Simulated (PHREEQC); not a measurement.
A made-up water analysis in mg/L, 25 °C, pH 1.89, pe 9.3: Na 142; K 59; Ca 146; Mg 30.4; Cl 130; S(6) as SO4 1920; Cu(2) 3.9.

Valence states are taken as typed.

All values are PHREEQC results (ion-association model, phreeqc.dat), not measurements.

Precipitation was switched off in this run.

Task: Estimate the ionic strength, specific conductance, charge-balance error.

Result: ionic strength 0.0448 mol/kgw; specific conductance 7130 µS/cm; charge-balance error -5.5 %.

Task: In which forms is Cu present?

Result: Cu+2 66 %, CuSO4 33 % of the Cu.
